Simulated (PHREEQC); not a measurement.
**Acid mine or pickling water (model solution)**

Model water analysis in mg/kgw, 70 °C, pH 3.38, pe 8.8: Na 408; K 40.8; Ca 916; Mg 182; Cl 932; S(6) as SO4 2670; Pb 37.2.

Valence states are taken as typed.

Model: ion-association model, wateq4f.dat, run in PHREEQC.

The ionic strength is 0.0881 mol/kgw. The total alkalinity is -1.39 meq/kg and the charge-balance error is -0.6 %.

```json
[
 {"species": "Cl-", "molality": "0.0262", "activity": "0.0198", "log γ": "-0.121"},
 {"species": "Na+", "molality": "0.0172", "activity": "0.0133", "log γ": "-0.112"},
 {"species": "Ca+2", "molality": "0.0149", "activity": "0.00556", "log γ": "-0.427"},
 {"species": "SO4-2", "molality": "0.0141", "activity": "0.00507", "log γ": "-0.445"},
 {"species": "CaSO4", "molality": "0.00794", "activity": "0.00810", "log γ": "0.009"},
 {"species": "MgSO4", "molality": "0.00415", "activity": "0.00423", "log γ": "0.009"},
 {"species": "Mg+2", "molality": "0.00334", "activity": "0.00130", "log γ": "-0.410"},
 {"species": "K+", "molality": "0.000977", "activity": "0.000739", "log γ": "-0.121"},
 {"species": "HSO4-", "molality": "0.000827", "activity": "0.000635", "log γ": "-0.114"},
 {"species": "NaSO4-", "molality": "0.000554", "activity": "0.000433", "log γ": "-0.108"},
 {"species": "H+", "molality": "0.000510", "activity": "0.000417", "log γ": "-0.087"},
 {"species": "KSO4-", "molality": "6.67e-5", "activity": "5.20e-5", "log γ": "-0.108"},
 {"species": "Pb+2", "molality": "5.93e-5", "activity": "2.10e-5", "log γ": "-0.452"},
 {"species": "PbSO4", "molality": "5.85e-5", "activity": "5.97e-5", "log γ": "0.009"},
 {"species": "PbCl+", "molality": "5.66e-5", "activity": "4.36e-5", "log γ": "-0.113"}
]
```

Precipitation was switched off in this run. Saturation is exceeded, for instance for Anglesite, Gypsum; the values hold only as long as no solid forms. Species that the database lacks are ignored. Constants without temperature data keep their 25 °C values here.
